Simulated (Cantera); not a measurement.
Charge: 1 mol Pb, 0.15 mol CO, a varied amount of H2, equilibrated at 1352 °C and 670000 Pa.

Cantera equilibrium calculation (NASA polynomials, part measured and part estimated; ideal gas, pure solids and liquids). Candidate condensed phases: C, C6H6, C7H8, C8H18, H2O, Pb, PbO, PbO2, Pb3O4; 113 gas species. Kinetics and transport are ignored.

### Question
What share of the Pb ends up in condensed phases as a function of n(H2) (mol), at 2.2, 3.2, 4.6, 6.7, 9.8, 14, 21, 31, 45, 65, 95, 140, 200?

### Answer
```
n(H2) (mol)  Pb condensed (%)     as
-----------  ----------------  -----
2.2                      97.4  Pb(l)
3.2                      96.2  Pb(l)
4.6                      94.7  Pb(l)
6.7                      92.3  Pb(l)
9.8                      88.8  Pb(l)
14                       84.1  Pb(l)
21                       76.2  Pb(l)
31                       64.9  Pb(l)
45                       49.1  Pb(l)
65                       26.6  Pb(l)
95                        0.0      -
140                       0.0      -
200                       0.0      -
```
